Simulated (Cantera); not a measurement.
# Hydrocarbon pyrolysis for carbon deposition

An isothermal, constant-pressure homogeneous reactor starts with 22.7 % C3H8, 77.3 % H2, at 1200 K and 0.0263 atm.

Cantera simulation using GRI-Mech 3.0 (53 species, 325 reactions); the numbers are that mechanism's predictions, not measurements. GRI-Mech 3.0 was tuned for natural gas; its chemistry of propane as a main component is partial and can be far from experiment. GRI-Mech 3.0 stops at C3 and has no aromatics, soot or wall deposition, so with more carbon than oxygen in the feed, carbon stays in small species such as C2H2 where larger ones or solid carbon would form. Radical loss at walls, strong at low pressure, is not modelled.

| t (s) | x C3H8 | x H2 | x C2H6 | x C2H | x C2H2 | x H | x C2H4 |
|---|---|---|---|---|---|---|---|
| 1.00e-6 | 0.227 | 0.773 | 4.89e-10 | <1e-12 | <1e-12 | 3.27e-9 | 1.55e-9 |
| 3.22e-6 | 0.227 | 0.773 | 5.03e-9 | <1e-12 | <1e-12 | 2.73e-8 | 1.84e-8 |
| 1.04e-5 | 0.227 | 0.773 | 5.11e-8 | <1e-12 | <1e-12 | 1.65e-7 | 2.88e-7 |
| 3.34e-5 | 0.227 | 0.773 | 4.95e-7 | <1e-12 | <1e-12 | 6.69e-7 | 4.33e-6 |
| 0.000107 | 0.227 | 0.773 | 4.21e-6 | <1e-12 | 4.60e-11 | 2.24e-6 | 4.92e-5 |
| 0.000346 | 0.227 | 0.772 | 2.75e-5 | <1e-12 | 6.89e-9 | 6.93e-6 | 0.000468 |
| 0.00111 | 0.222 | 0.770 | 0.000175 | <1e-12 | 6.75e-7 | 1.86e-5 | 0.00397 |
| 0.00359 | 0.198 | 0.755 | 0.00113 | <1e-12 | 2.71e-5 | 2.77e-5 | 0.0231 |
| 0.0116 | 0.132 | 0.716 | 0.00343 | 2.99e-12 | 0.000385 | 3.06e-5 | 0.0762 |
| 0.0372 | 0.0342 | 0.657 | 0.00416 | 3.15e-11 | 0.00323 | 3.53e-5 | 0.154 |
| 0.120 | 0.00168 | 0.640 | 0.00159 | 5.03e-11 | 0.0116 | 1.53e-5 | 0.172 |
| 0.386 | 6.31e-5 | 0.642 | 0.000711 | 2.54e-11 | 0.0197 | 4.56e-6 | 0.164 |
| 1.24 | 1.16e-6 | 0.645 | 0.000423 | 2.24e-11 | 0.0297 | 2.68e-6 | 0.153 |
| 4.00 | 5.92e-7 | 0.653 | 0.000321 | 3.50e-11 | 0.0514 | 2.44e-6 | 0.127 |
x: mole fraction; the columns are a selection and need not sum to one.

Equilibrium at this temperature and pressure: C3H8 5.14e-8, H2 0.635, C2H6 6.11e-5, C2H 3.24e-11, C2H2 0.117, H 9.69e-7, C2H4 0.0238 (gas phase only).
